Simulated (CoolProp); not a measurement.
Vapour-liquid equilibrium of CHF3 (R23) (1) + R13 (2) at 185.2 K; x and y are mole fractions of (1).

Values from CoolProp's multi-fluid Helmholtz-energy mixture model, Penoncello 2003 and Platzer 1990; pair parameters Bell 2016. This equation is an older, rougher fit; its heat capacities, sound speeds and derivatives of the liquid may be far off and weren't checked against measurements.

```tsv
x	bubble pressure, mixture model (kPa)	bubble pressure, Raoult's law (kPa)	y, mixture model	y, Raoult's law
0.05	79.29	70.47	0.149	0.050
0.125	88.25	70.51	0.281	0.126
0.2	[?]	70.56	0.359	0.201
0.275	[?]	70.60	0.411	0.277
0.35	98.86	70.64	0.448	0.352
0.425	99.82	70.68	0.478	0.427
0.5	100.1	70.72	[?]	0.502
0.575	99.91	70.76	[?]	0.577
0.65	[?]	70.80	0.559	0.652
0.725	97.40	70.84	0.594	0.727
0.8	[?]	70.89	0.644	0.801
0.875	89.07	70.93	0.719	0.876
0.95	[?]	70.97	0.849	0.950
```

Task: Some entries are withheld; supply them.

Result: 
- 0.2, bubble pressure, mixture model (kPa): 93.73
- 0.275, bubble pressure, mixture model (kPa): 97.00
- 0.5, y, mixture model: 0.504
- 0.575, y, mixture model: 0.530
- 0.65, bubble pressure, mixture model (kPa): 99.09
- 0.8, bubble pressure, mixture model (kPa): 94.35
- 0.95, bubble pressure, mixture model (kPa): 80.12

The largest gap from Raoult's law is +41.5 % in bubble pressure, at x = 0.5. y crosses x between x = 0.5 and 0.575: the model has an azeotrope there.

The pair parameters rest on a limited set of measurements; away from them the model extrapolates.
